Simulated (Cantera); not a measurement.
A Cantera script and what it prints.

```python
import numpy as np
import cantera as ct

gas_names = """
    H HO2 H2 H2O H2O2 H2S H2SO4 Mg MgH MgO MgOH MgO2H2 MgS Mg2 O OH O2 O3 S SH SO SO2 SO3 S2 S2O S8
""".split()
cond_names = """
    H2O(s) H2O(L) H2SO4(L) Mg(cr) Mg(L) MgO(s) MgO(L) MgO2H2(s) MgS(s) MgSO4(s) MgSO4(L) S(cr1) S(cr2)
    S(L)
""".split()


# ... load() reads the species with a 1 bar reference pressure and builds the phases ...
atoms = {
    'MgO': {'Mg': 1, 'O': 1},
    'SO3': {'S': 1, 'O': 3},
    'H2O': {'H': 2, 'O': 1},
}
top_T = {'MgS(s)': 2250}  # K; cautious upper limits of use, not melting points


# ... equilibrate(T, P, feed) seeds the gas with the atoms and calls Mixture.equilibrate('TP', solver="vcs", rtol=1e-11, max_steps=5000) ...
results = []
feed = {'MgO': 1, 'SO3': 1.9, 'H2O': 2.9}  # mol
T = 1800  # K
for P in [1000, 3500, 13000, 45000, 160000, 560000, 2000000]:
    mix = equilibrate(T, P, feed)
    results.append((T, P, feed, dict(zip(mix.species_names, mix.species_moles))))

top = {s: max(r[3][s] / sum(r[3][g] for g in gas_names) for r in results) for s in gas_names}
cols = sorted((s for s in top if top[s] > 1e-06), key=lambda s: -top[s])[:5]
seen = [c for c in cond_names if any(r[3].get(c, 0) > 1e-12 for r in results)]
print("log10 of partial pressures in bar; condensed amounts in mol")
print(f"{'P/Pa':>10s}" + "".join(f"{s[:9]:>10s}" for s in cols + seen))
for T, P, feed, n in results:
    ng = sum(n[g] for g in gas_names)
    print(f"{P:10.4g}" + "".join(f"{np.log10(max(n[s] / ng * P / 1e5, 1e-99)):10.3f}" for s in cols)
          + "".join(f"{n.get(c, 0):10.4g}" for c in seen))
```

Result:

```
log10 of partial pressures in bar; condensed amounts in mol
      P/Pa       H2O       SO2        O2       SO3        OH    MgO(s)
      1000    -2.301    -2.482    -2.785    -5.853    -4.339         1
      3500    -1.755    -1.938    -2.241    -5.036    -3.930         1
   1.3e+04    -1.185    -1.368    -1.670    -4.181    -3.502         1
   4.5e+04    -0.645    -0.829    -1.131    -3.373    -3.097         1
   1.6e+05    -0.094    -0.279    -0.581    -2.548    -2.684         1
   5.6e+05     0.451     0.264    -0.038    -1.734    -2.276         1
     2e+06     1.005     0.813     0.512    -0.909    -1.862         1
```

Cantera equilibrium calculation (NASA polynomials, part measured and part estimated; ideal gas, pure solids and liquids).
